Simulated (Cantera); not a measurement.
Charge: 1 mol Cu, a varied amount of F2, 1.5 mol H2, at 1100 °C and 7.50e-5 bar.

Method: chemical equilibrium by Gibbs-energy minimisation in Cantera with the NASA 1993 tables (ideal gas, pure condensed phases). Candidate condensed phases: Cu, CuF2; 15 gas species. The numbers say what is thermodynamically allowed, not how fast it happens.

**Question.** At 5 mol F2, list the 4 most abundant gas species with their mole fractions, and the condensed phases.

**Answer.** F 0.556, HF 0.333, CuF2 0.110, CuF 0.00119. Condensed: gas only.
